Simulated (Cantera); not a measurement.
Cantera run:

```python
import numpy as np
import cantera as ct

gas_names = """
    C CO CO2 C2 C2O C3 C3O2 C4 C5 O O2 O3 Ti TiO TiO2
""".split()
cond_names = """
    C(gr) Ti(a) Ti(b) Ti(L) TiC(s) TiC(L) TiO(a) TiO(b) TiO(L) TiO2(ru) TiO2(L) Ti2O3(a) Ti2O3(b)
    Ti2O3(L) Ti3O5(a) Ti3O5(b) Ti3O5(L) Ti4O7(s) Ti4O7(L)
""".split()


# ... load() reads the species with a 1 bar reference pressure and builds the phases ...
atoms = {
    'Ti': {'Ti': 1},
    'CO2': {'C': 1, 'O': 2},
    'CO': {'C': 1, 'O': 1},
}
top_T = {'C(gr)': 4500}  # K; cautious upper limits of use, not melting points


# ... equilibrate(T, P, feed) seeds the gas with the atoms and calls Mixture.equilibrate('TP', solver="vcs", rtol=1e-11, max_steps=5000) ...
results = []
feed = {'Ti': 1, 'CO2': 11, 'CO': 2.1}  # mol
P = 13332.2  # Pa
for T in [600, 800, 1000, 1200, 1400, 1600, 1800, 2000]:
    mix = equilibrate(T, P, feed)
    results.append((T, P, feed, dict(zip(mix.species_names, mix.species_moles))))

top = {s: max(r[3][s] / sum(r[3][g] for g in gas_names) for r in results) for s in gas_names}
cols = sorted((s for s in top if top[s] > 0.001), key=lambda s: -top[s])[:6]
seen = [c for c in cond_names if any(r[3].get(c, 0) > 1e-12 for r in results)]
print("log10 of partial pressures in bar; condensed amounts in mol")
print(f"{'T/K':>10s}" + "".join(f"{s[:9]:>10s}" for s in cols + seen))
for T, P, feed, n in results:
    ng = sum(n[g] for g in gas_names)
    print(f"{T:10.4g}" + "".join(f"{np.log10(max(n[s] / ng * P / 1e5, 1e-99)):10.3f}" for s in cols)
          + "".join(f"{n.get(c, 0):10.4g}" for c in seen))
```

It prints:

```
log10 of partial pressures in bar; condensed amounts in mol
       T/K       CO2        CO     C(gr)  TiO2(ru)
       600    -0.877    -3.319      2.03         1
       800    -0.994    -1.494    0.5415         1
      1000    -1.038    -1.380         0         1
      1200    -1.038    -1.380         0         1
      1400    -1.038    -1.380         0         1
      1600    -1.038    -1.380         0         1
      1800    -1.038    -1.380         0         1
      2000    -1.038    -1.379         0         1
```

Equilibrium computed with Cantera from the NASA thermochemical tables; the gas is ideal and each condensed phase is pure.
